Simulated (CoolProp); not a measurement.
R123 at several states: Z from the reference equation and from simpler models built on Tc = 183.7 °C, pc = 36.62 bar, ω = 0.282; each cubic takes its own stable root.

Values from CoolProp's reference Helmholtz-energy equation of state, Younglove 1994. It is a modified Benedict-Webb-Rubin equation, recast in Helmholtz form.

| T (°C) | p (bar) | phase | reference |
|---|---|---|---|
| 190.55 | 1.25 | gas | 0.9888 |
| 148.35 | 16 | gas | 0.7541 |
| 207.65 | 118 | supercritical | 0.4625 |

Task: How far does each simpler model (Redlich-Kwong, Soave-Redlich-Kwong) lie from the reference over these 3 states: mean and median of the absolute difference, and the worst?

Result: 
- Redlich-Kwong: mean 4.6 %, median 2.9 %, worst +10.9 % at 207.65 °C and 118 bar
- Soave-Redlich-Kwong: mean 4.9 %, median 1.4 %, worst +13.2 % at 207.65 °C and 118 bar
